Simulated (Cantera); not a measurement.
A Cantera script and what it prints.

```python
import numpy as np
import cantera as ct

gas_names = """
    C CH CH2 CH3 CH2OH CH3O CH4 CH3OH CO CO2 COOH C2 C2H CHCO,ketyl C2H2,acetylene C2H2,vinylidene
    CH2CO,ketene C2H3,vinyl CH3CO,acetyl C2H4 C2H4O,ethylen CH3CHO,ethanal CH3COOH (HCOOH)2 C2H5 C2H6
    CH3OCH3 C2H5OH C2O C3 C3H3,propargyl C3H4,allene C3H4,propyne C3H4,cyclo- C3H5,allyl C3H6,propylene
    C3H6,cyclo- C3H6O C3H7,n-propyl C3H7,i-propyl C3H8 C3H8O,1propanol C3H8O,2propanol C3O2 C4 C4H2
    C4H4,1,3-cyclo- C4H6,butadiene C4H6,2-butyne C4H6,cyclo- C4H8,1-butene C4H8,cis2-buten
    C4H8,tr2-butene C4H8,isobutene C4H8,cyclo- (CH3COOH)2 C4H9,n-butyl C4H9,i-butyl C4H9,s-butyl
    C4H9,t-butyl C4H10,isobutane C4H10,n-butane C5 C5H6,1,3cyclo- C5H8,cyclo- C5H10,1-pentene
    C5H10,cyclo- C5H11,pentyl C5H11,t-pentyl C5H12,n-pentane C5H12,i-pentane CH3C(CH3)2CH3 C6H2
    C6H5,phenyl C6H5O,phenoxy C6H6 C6H5OH,phenol C6H10,cyclo- C6H12,1-hexene C6H12,cyclo- C6H13,n-hexyl
    C7H7,benzyl C7H8 C7H8O,cresol C7H14,1-heptene C7H15,n-heptyl C7H16,n-heptane C8H8,styrene
    C8H10,ethylbenz C8H16,1-octene C8H17,n-octyl C8H18,isooctane C8H18,n-octane C9H19,n-nonyl
    C10H8,naphthale C10H21,n-decyl C12H9,o-bipheny C12H10,bipheny H HCO HO2 H2 HCHO,formaldehy HCOOH H2O
    H2O2 O OH O2 O3 Pb PbO Pb2
""".split()
cond_names = """
    C(gr) C6H6(L) C7H8(L) C8H18(L),n-octa H2O(s) H2O(L) Pb(cr) Pb(L) PbO(rd) PbO(yw) PbO(L) PbO2(s)
    Pb3O4(s)
""".split()


def load(file, names, dense=False):
    # The tables refer to 1 bar. Condensed volumes are neglected.
    table = {s.name: s for s in ct.Species.list_from_file(file)}
    out = []
    for n in names:
        d = dict(table[n].input_data)
        d["thermo"] = dict(d["thermo"], **{"reference-pressure": 1e5})
        if dense:
            d["equation-of-state"] = {"model": "constant-volume", "density": "1e6 g/cm^3"}
        out.append(ct.Species.from_dict(d))
    return out


gas = ct.Solution(thermo="ideal-gas", species=load("nasa_gas.yaml", gas_names))
cond = {s.name: ct.Solution(thermo="fixed-stoichiometry", species=[s], name=s.name)
        for s in load("nasa_condensed.yaml", cond_names, dense=True)}
atoms = {
    'PbO': {'Pb': 1, 'O': 1},
    'CO': {'C': 1, 'O': 1},
    'H2': {'H': 2},
}
top_T = {'C(gr)': 4500, 'Pb3O4(s)': 820}  # K; cautious upper limits of use, not melting points


def equilibrate(T, P, feed):
    n = {}
    for name, mol in feed.items():
        for a, k in atoms[name].items():
            n[a] = n.get(a, 0.0) + k * mol
    gas.TPX = T, P, n
    mass = sum(n.values()) * gas.mean_molecular_weight
    gas.equilibrate("TP")
    valid = [c for c in cond.values() if c.min_temp <= T <= top_T.get(c.name, c.max_temp)]
    mix = ct.Mixture([(gas, mass / gas.mean_molecular_weight)] + [(c, 0.0) for c in valid])
    mix.T, mix.P = T, P
    mix.equilibrate("TP", solver="vcs", rtol=1e-11, max_steps=5000)
    return mix


results = []
feed = {'PbO': 1, 'CO': 0.46, 'H2': 2.8}  # mol
P = 1000  # Pa
for T in [750, 825, 900, 975, 1050, 1125, 1200, 1275, 1350, 1425]:
    mix = equilibrate(T, P, feed)
    results.append((T, P, feed, dict(zip(mix.species_names, mix.species_moles))))

top = {s: max(r[3][s] / sum(r[3][g] for g in gas_names) for r in results) for s in gas_names}
cols = sorted((s for s in top if top[s] > 0.001), key=lambda s: -top[s])[:6]
seen = [c for c in cond_names if any(r[3].get(c, 0) > 1e-12 for r in results)]
print("log10 of partial pressures in bar; condensed amounts in mol")
print(f"{'T/K':>10s}" + "".join(f"{s[:9]:>10s}" for s in cols + seen))
for T, P, feed, n in results:
    ng = sum(n[g] for g in gas_names)
    print(f"{T:10.4g}" + "".join(f"{np.log10(max(n[s] / ng * P / 1e5, 1e-99)):10.3f}" for s in cols)
          + "".join(f"{n.get(c, 0):10.4g}" for c in seen))
```

Output:

```
log10 of partial pressures in bar; condensed amounts in mol
       T/K        H2       H2O        Pb        CO       CO2       CH4     Pb(L)
       750    -2.192    -2.667    -8.023    -3.338    -3.027    -4.784         1
       825    -2.200    -2.643    -6.843    -3.210    -3.100    -6.109         1
       900    -2.209    -2.619    -5.864    -3.128    -3.177    -7.255    0.9996
       975    -2.216    -2.601    -5.038    -3.071    -3.252    -8.241     0.997
      1050    -2.224    -2.588    -4.332    -3.031    -3.324    -9.098    0.9848
      1125    -2.235    -2.584    -3.723    -3.007    -3.397    -9.861    0.9371
      1200    -2.260    -2.596    -3.192    -3.005    -3.479   -10.576    0.7759
      1275    -2.325    -2.651    -2.724    -3.050    -3.596   -11.340    0.2421
      1350    -2.353    -2.671    -2.629    -3.062    -3.673   -11.931         0
      1425    -2.355    -2.666    -2.630    -3.051    -3.719   -12.391         0
```

Method: chemical equilibrium by Gibbs-energy minimisation in Cantera with the NASA 1993 tables (ideal gas, pure condensed phases).
